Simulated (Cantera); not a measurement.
# Premixed flame

A freely propagating, adiabatic, planar premixed flame of 19.9 % H2, 16.8 % O2, 63.3 % N2, equivalence ratio 0.59, unburnt at 650 K and 0.158 atm; mixture-averaged transport, grid criteria slope 0.08 and curve 0.16, no radiation.

Detailed kinetics in Cantera: the H2/O2 subset of GRI-Mech 3.0, which has no nitrogen chemistry. Burning velocities carry a grid error of a few per cent, more on coarse grids. Lean hydrogen flames are cellular in practice and burn faster than this planar one.

| z (mm) | T (K) | u (m/s) | x H2 | x O2 | x H2O | x OH | x H2O2 | x O |
|---|---|---|---|---|---|---|---|---|
| -15.8 | 650 | 5.35 | 0.199 | 0.168 | <1e-8 | <1e-8 | <1e-8 | <1e-8 |
| -10.6 | 650 | 5.35 | 0.199 | 0.168 | <1e-8 | <1e-8 | <1e-8 | <1e-8 |
| -7.92 | 650 | 5.35 | 0.199 | 0.168 | <1e-8 | <1e-8 | <1e-8 | <1e-8 |
| -5.28 | 650 | 5.35 | 0.199 | 0.168 | 1.37e-7 | <1e-8 | <1e-8 | 1.34e-8 |
| -2.64 | 660 | 5.42 | 0.196 | 0.168 | 0.000747 | 3.46e-5 | 6.53e-7 | 1.47e-5 |
| -1.32 | 773 | 6.28 | 0.174 | 0.164 | 0.0126 | 0.000342 | 8.11e-7 | 0.000406 |
| 0 | 1086 | 8.59 | 0.0817 | 0.130 | 0.0855 | 0.00291 | 1.17e-6 | 0.00692 |
| 1.32 | 1333 | 10.4 | 0.0228 | 0.0889 | 0.154 | 0.00702 | 1.26e-6 | 0.0163 |
| 2.64 | 1452 | 11.3 | 0.0173 | 0.0821 | 0.166 | 0.00899 | 8.97e-7 | 0.0173 |
| 5.28 | 1584 | 12.2 | 0.0160 | 0.0793 | 0.175 | 0.0111 | 5.15e-7 | 0.0157 |
| 10.6 | 1717 | 13.1 | 0.0137 | 0.0772 | 0.183 | 0.0126 | 2.70e-7 | 0.0128 |
| 21.1 | 1842 | 13.9 | 0.0104 | 0.0758 | 0.193 | 0.0130 | 1.47e-7 | 0.00925 |
| 42.2 | 1946 | 14.6 | 0.00672 | 0.0752 | 0.201 | 0.0119 | 8.81e-8 | 0.00576 |
x: mole fraction of selected species; z is measured from the peak of heat release.

- laminar burning velocity: 535 cm/s
- thermal thickness: 5.28 mm
- peak x(OH): 0.0130
- peak x(H2O2): 1.43e-6
- peak x(O): 0.0174
- grid points: 128
